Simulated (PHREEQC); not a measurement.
Synthetic water in mg/L, 25 °C, pH 3.15, pe 9: Na 328; K 0.337; Ca 23.3; Mg 208; Cl 268; S(6) as SO4 1320; Zn 1.05; B 2.74.

Valence states are taken as typed.

The numbers come from PHREEQC with the ion-association model, phreeqc.dat.

### Question
The ionic strength comes out as 0.0431 mol/kgw. What activity coefficients do K+, H+, HSO4-, Mg+2, Cl- get?

### Answer
K+ 0.82, H+ 0.86, HSO4- 0.83, Mg+2 0.50, Cl- 0.82.

Precipitation was switched off in this run.
